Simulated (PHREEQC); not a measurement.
Make-up at 25 °C: 0.79 mol/kgw LiCl and 0.0018 mol/kgw H4SiO4. It is in equilibrium with CO2 at log p = -3.4 (atm). Otherwise closed; pH follows from the charge balance.

Model: Pitzer model, pitzer.dat, run in PHREEQC.

**Question.** The ionic strength comes out as 0.790 mol/kgw. What activity coefficients do Li+, HCO3-, Cl-, H+ get?

**Answer.** Li+ 0.92, HCO3- 0.43, Cl- 0.62, H+ 0.96. Single-ion values are on the MacInnes scale.

This is a speciation only: nothing precipitates in the calculation. Complexes and solids missing from the database can't appear.
